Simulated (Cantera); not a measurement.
An isothermal, constant-pressure homogeneous reactor starts with 6.67 % CH₄, 93.3 % N₂, at 1973 K and 0.473 Torr.

Model: GRI-Mech 3.0 (53 species, 325 reactions), integrated in Cantera. GRI-Mech 3.0 stops at C3 and has no aromatics, soot or wall deposition, so with more carbon than oxygen in the feed, carbon stays in small species such as C2H2 where larger ones or solid carbon would form. Radical loss at walls, strong at low pressure, is not modelled.

Q: Predict: x(CH₄) at 5.00 s; x(C₂H₆) at 5.00 s; x(C₂H) at 5.00 s; x(H₂) at 5.00 s; x(H) at 5.00 s; x(HCN) at 5.00 s; x(CH₃) at 5.00 s.

A: 
```json
{
 "x(CH₄) at 5.00 s": "0.000359 (gas-phase equilibrium 2.23e-8)",
 "x(C₂H₆) at 5.00 s": "1.47e-9 (gas-phase equilibrium <1e-12)",
 "x(C₂H) at 5.00 s": "8.55e-6 (gas-phase equilibrium 1.98e-5)",
 "x(H₂) at 5.00 s": "0.0923 (gas-phase equilibrium 0.0852)",
 "x(H) at 5.00 s": "0.00150 (gas-phase equilibrium 0.0158)",
 "x(HCN) at 5.00 s": "8.96e-5 (gas-phase equilibrium 0.0493)",
 "x(CH₃) at 5.00 s": "0.000115 (gas-phase equilibrium 8.16e-8)"
}
```
